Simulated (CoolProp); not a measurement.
CHF3 (R23) along the isotherm 201.4 K: fugacity coefficient from the reference equation and from simpler models built on Tc = 299.3 K, pc = 4832 kPa, ω = 0.263; each cubic takes its own stable root.

Computed with CoolProp (reference Helmholtz-energy equation of state, Penoncello 2003).

| p (kPa) | phase | reference | Soave-Redlich-Kwong | Peng-Robinson |
|---|---|---|---|---|
| 242 | liquid | 0.6923 | 0.6992 | 0.6989 |
| 483 | liquid | 0.3493 | 0.3533 | 0.3528 |
| 725 | liquid | 0.2344 | 0.2373 | 0.2368 |
| 966 | liquid | 0.1772 | 0.1796 | 0.1790 |
| 1210 | liquid | 0.1425 | 0.1446 | 0.1440 |
| 1450 | liquid | 0.1198 | 0.1217 | 0.1210 |
| 1690 | liquid | 0.1035 | 0.1053 | 0.1046 |
| 1930 | liquid | 0.09126 | 0.09296 | 0.09229 |
| 2170 | liquid | 0.08175 | 0.08337 | 0.08269 |
| 2420 | liquid | 0.07385 | 0.07541 | 0.07471 |
